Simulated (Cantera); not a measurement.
What does this Cantera script print?

```python
import numpy as np
import cantera as ct

gas = ct.Solution("gri30.yaml")
gas.TPX = 1425, 101325, {'CO': 0.011, 'O2': 0.013, 'H2O': 0.0013, 'N2': 1}
inlet = ct.Reservoir(gas, clone=True)

reactor = ct.IdealGasConstPressureReactor(gas, energy="off", clone=False)
exhaust = ct.Reservoir(gas, clone=True)
tau = [24, 5.8, 1.4, 0.35, 0.087, 0.021, 0.0053, 0.0013, 0.00032][0]
for a, b in ((inlet, reactor), (reactor, exhaust)):
    ct.MassFlowController(a, b, mdot=lambda t: reactor.mass / tau)
net = ct.ReactorNet([reactor])
show = ['CO', 'O2', 'H2O', 'H2O2', 'O', 'H2']

rows = []
print(f"{'tau/s':>10s}{'T/K':>9s}" + "".join(f"{s:>11s}" for s in show))
for tau in [24, 5.8, 1.4, 0.35, 0.087, 0.021, 0.0053, 0.0013, 0.00032]:
    net.initial_time = 0.0
    net.advance(30 * tau)
    before = gas.X
    net.advance(40 * tau)
    drift = np.max(np.abs(gas.X - before) / (gas.X + 1e-9))
    rows.append([gas.T, *gas[show].X, drift])
    print(f"{tau:10.3e}{gas.T:9.1f}" + "".join(f"{x:11.3e}" for x in gas[show].X))
```

Result:

```
     tau/s      T/K         CO         O2        H2O       H2O2          O         H2
 2.400e+01   1425.0  2.056e-05  7.356e-03  1.269e-03  4.888e-10  4.445e-06  3.844e-07
 5.800e+00   1425.0  5.326e-05  7.367e-03  1.265e-03  1.108e-09  1.071e-05  9.340e-07
 1.400e+00   1425.0  1.377e-04  7.400e-03  1.258e-03  2.502e-09  2.638e-05  2.315e-06
 3.500e-01   1425.0  3.433e-04  7.484e-03  1.244e-03  5.366e-09  6.405e-05  5.576e-06
 8.700e-02   1425.0  8.351e-04  7.686e-03  1.216e-03  1.068e-08  1.538e-04  1.279e-05
 2.100e-02   1425.0  1.960e-03  8.158e-03  1.156e-03  1.852e-08  3.564e-04  2.615e-05
 5.300e-03   1425.0  4.093e-03  9.074e-03  1.067e-03  2.489e-08  6.970e-04  4.063e-05
 1.300e-03   1425.0  7.417e-03  1.063e-02  1.048e-03  2.362e-08  8.984e-04  3.904e-05
 3.200e-04   1425.0  1.035e-02  1.238e-02  1.226e-03  4.681e-09  2.236e-04  7.117e-06
```

Cantera simulation using GRI-Mech 3.0 (53 species, 325 reactions); the numbers are that mechanism's predictions, not measurements.
